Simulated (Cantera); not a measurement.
A perfectly stirred reactor is fed with 7.23 % CH₄, 10.3 % O₂, 82.4 % N₂, equivalence ratio 1.4, at 1.00 bar; it is adiabatic with a 423 K inlet, and is followed from long to short residence time, starting on the burning branch (τ in s: 0.28, 0.084, 0.026, 0.0078, 0.0024, 0.00073, 0.00022, 6.8e-05, 2.1e-05, 6.3e-06).

Cantera simulation using GRI-Mech 3.0 (53 species, 325 reactions); the numbers are that mechanism's predictions, not measurements.

**Question.** Predict: blow-out, bracketed by the residence times tried; x(CH₄) at τ = 0.280 s; x(O₂) at τ = 0.280 s; x(C₂H₄) at τ = 0.280 s; x(HCN) at τ = 0.280 s; x(H) at τ = 0.280 s; x(CH₄) at τ = 0.730 ms; x(O₂) at τ = 0.730 ms.

**Answer.** 
- blow-out, bracketed by the residence times tried: burning at 84.0 ms, out at 26.0 ms
- x(CH₄) at τ = 0.280 s: 0.00486
- x(O₂) at τ = 0.280 s: 0.00248
- x(C₂H₄) at τ = 0.280 s: 0.000312
- x(HCN) at τ = 0.280 s: 4.57e-7
- x(H) at τ = 0.280 s: 2.22e-5
- x(CH₄) at τ = 0.730 ms: 0.0723
- x(O₂) at τ = 0.730 ms: 0.103
